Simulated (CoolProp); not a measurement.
Vapour-liquid equilibrium of propane (1) + neopentane (2) at 44.25 °C; x and y are mole fractions of (1).

Values from CoolProp's multi-fluid Helmholtz-energy mixture model, Lemmon 2009 and Lemmon 2006; pair parameters Bell 2016.

```tsv
x	bubble pressure (kPa)	y at the bubble point	dew pressure at overall composition x (kPa)	liquid density (mol/L)
0.05	333.4	0.124	315.4	7.922
0.15	393.5	0.322	340.2	8.191
0.25	460.5	0.481	369.2	8.472
0.35	539.5	0.613	403.6	8.764
0.45	635.2	0.723	445.5	9.064
0.55	751.5	0.812	498.2	9.368
0.65	890.7	0.880	567.6	9.667
0.75	1052	0.931	665.7	9.950
0.85	1231	0.967	821.2	10.20
0.95	1417	0.991	1136	10.38
```

No azeotrope shows between x = 0.05 and 0.95.

The pair parameters rest on a limited set of measurements; away from them the model extrapolates.
